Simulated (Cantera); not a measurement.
Feed: 1 mol CH2F2, 0.056 mol Si, 0.1 mol H2, held at 0.00900 Torr.

These are equilibrium values from Cantera (NASA tables, ideal gas, pure condensed phases), not measurements of a reactor. Candidate condensed phases: C, C6H6, C7H8, C8H18, Si, SiC; 113 gas species. The tables' values for SiF3, SiF2 are old estimates; treat these amounts as uncertain. Rates play no part. All values below are at 1550 K.

Base state: HF 0.869, H2 0.101, SiF4 0.0256, H 0.00289, SiF3 0.00167, SiF2 5.67e-5 (mole fractions); condensed: C(graphite).

Q: What changes in the equilibrium state with this change: CH2F2 replaced by CF4?

A: 
| species | before | after |
|---|---|---|
| CF4 | <1e-9 | 0.740 |
| HF | 0.869 | 0.169 |
| SiF4 | 0.0256 | 0.0474 |
| H2 | 0.101 | <1e-9 |
| CF2 | <1e-9 | 0.0218 |
| F | 9.67e-7 | 0.0204 |
| CF3 | <1e-9 | 0.000764 |
| H | 0.00289 | 2.68e-8 |
| SiF2 | 5.67e-5 | <1e-9 |
| SiF3 | 0.00167 | 1.47e-7 |
| C(graphite), mol | 1.000 | 0.0989 |
Gases not in the tables: C2F6 and larger saturated fluorocarbons.
